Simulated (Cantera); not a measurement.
# Premixed flame

A freely propagating, adiabatic, planar premixed flame of CH4 : O2 : N2 = 1 : 1.33 : 5.01 (molar parts), equivalence ratio 1.5, unburnt at 550 K and 1.30 bar; mixture-averaged transport, grid criteria slope 0.08 and curve 0.16, no radiation.

Computed with Cantera and GRI-Mech 3.0 (53 species, 325 reactions). Burning velocities carry a grid error of a few per cent, more on coarse grids.

```csv
z (mm),T (K),u (m/s),x CH4,x O2,x CH2,x H,x CO,x CH3
-1.91,551,0.364,0.135,0.180,<1e-8,<1e-8,1.88e-5,<1e-8
-1.28,557,0.370,0.134,0.179,<1e-8,<1e-8,0.000165,6.23e-8
-0.957,580,0.389,0.131,0.176,<1e-8,<1e-8,0.000796,3.24e-7
-0.638,697,0.474,0.120,0.165,<1e-8,6.66e-8,0.00477,4.14e-6
-0.319,1121,0.781,0.0829,0.122,1.47e-8,1.40e-5,0.0249,0.000206
-0.159,1483,1.05,0.0489,0.0789,1.30e-6,0.000159,0.0470,0.00135
0,1815,1.30,0.0173,0.0331,2.48e-5,0.000994,0.0711,0.00298
0.159,1980,1.42,0.00486,0.00960,4.06e-5,0.00191,0.0822,0.00184
0.319,2036,1.46,0.00200,0.00273,2.34e-5,0.00196,0.0845,0.000866
0.638,2066,1.49,0.000884,0.000326,6.75e-6,0.00143,0.0846,0.000300
1.28,2077,1.49,0.000518,1.63e-5,1.75e-6,0.000904,0.0846,0.000113
2.55,2079,1.50,0.000331,1.16e-6,6.41e-7,0.000678,0.0852,5.42e-5
5.10,2078,1.50,0.000161,7.32e-7,2.54e-7,0.000624,0.0861,2.40e-5
```
x: mole fraction of selected species; z is measured from the peak of heat release.

```
Item                         Result
------------------------  ---------
laminar burning velocity  36.2 cm/s
thermal thickness          0.638 mm
peak x(CH2)                 4.21e-5
peak x(H)                   0.00202
peak x(CO)                   0.0869
peak x(CH3)                 0.00298
```
